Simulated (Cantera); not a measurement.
Charge: 1 mol TiCl4, 0.12 mol H2O, held at 1525 K and 0.0210 bar.

Cantera equilibrium calculation (NASA polynomials, part measured and part estimated; ideal gas, pure solids and liquids). Candidate condensed phases: H2O, Ti, TiCl2, TiCl3, TiCl4, TiO, TiO2, Ti2O3, Ti3O5, Ti4O7; 23 gas species. Rates play no part.

Base state: TiCl4 0.766, HCl 0.200, TiCl3 0.0172, Cl 0.0152, Cl2 0.00102, TiOCl2 0.000125 (mole fractions); condensed: TiO2(rutile).

Problem. What changes in the equilibrium state with this change: temperature from 1525 K to 1873 K?

Solution. 
| species | before | after |
|---|---|---|
| TiCl4 | 0.766 | 0.493 |
| HCl | 0.200 | 0.169 |
| TiCl3 | 0.0172 | 0.166 |
| Cl | 0.0152 | 0.161 |
| TiCl2 | 8.35e-7 | 0.000375 |
| TiOCl2 | 0.000125 | 0.00773 |
| H | 2.81e-7 | 1.58e-5 |
| TiO2(rutile), mol | 0.0599 | 0.0545 |
The tables' values for TiCl2 are old estimates; treat these amounts as uncertain.
